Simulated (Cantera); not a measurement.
An adiabatic, constant-volume homogeneous reactor starts with C3H8 : O2 : N2 = 1 : 3.57 : 13.4 (molar parts), equivalence ratio 1.4, at 1448 K and 1730 Torr.

Cantera simulation using GRI-Mech 3.0 (53 species, 325 reactions); the numbers are that mechanism's predictions, not measurements. GRI-Mech 3.0 was tuned for natural gas; its chemistry of propane as a main component is partial and can be far from experiment. Above 3000 K some thermodynamic fits are extrapolated.

One state of this run: T (K) = 1463; P (bar) = 2.37; x C3H8 = 0.0374; x O2 = 0.187; x HO2 = 0.000218; x CH3 = 0.00122; x H2 = 0.00572. x: mole fraction; the columns are a selection and need not sum to one.

Q: Which value of t (s) does it belong to?
(A) 0.000120
(B) 0.000661
(C) 4.00e-6
(D) 5.14e-5

A: D, 5.14e-5
